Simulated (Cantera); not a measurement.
## Ammonia decomposition in nitride growth gas

An isothermal, constant-pressure homogeneous reactor starts with NH3 : N2 = 1 : 0.71 (molar parts), at 1725 K and 1900 Pa.

Computed with Cantera and the gas-phase N/H chemistry of the illustrative SiF4/NH3 mechanism in the Surface Chemkin manual (1991). Walls and surfaces, which speed up NH3 decomposition in real reactors, are not modelled.

```tsv
t (s)	x NH3	x NH2	x H	x N2H4	x N
0.000200	0.585	1.42e-6	2.61e-8	<1e-12	<1e-12
0.000431	0.585	3.08e-6	2.61e-8	<1e-12	<1e-12
0.000928	0.585	6.66e-6	2.62e-8	4.89e-12	<1e-12
0.00200	0.585	1.44e-5	2.64e-8	2.38e-11	<1e-12
0.00431	0.585	3.10e-5	2.74e-8	1.13e-10	8.33e-12
0.00928	0.585	6.65e-5	3.30e-8	5.25e-10	5.33e-11
0.0200	0.585	0.000141	6.28e-8	2.38e-9	2.14e-10
0.0431	0.584	0.000276	2.22e-7	9.08e-9	1.11e-9
0.0928	0.582	0.000374	7.90e-7	1.66e-8	4.68e-9
0.200	0.577	0.000374	1.97e-6	1.66e-8	1.27e-8
0.431	0.567	0.000357	4.34e-6	1.52e-8	3.00e-8
0.928	0.545	0.000333	9.05e-6	1.32e-8	6.19e-8
2.00	0.503	0.000301	1.81e-5	1.08e-8	1.04e-7
```
x: mole fraction; the columns are a selection and need not sum to one.

Equilibrium at this temperature and pressure: NH3 1.77e-7, NH2 8.33e-10, H 0.00101, N2H4 <1e-12, N 4.39e-11 (gas phase only).
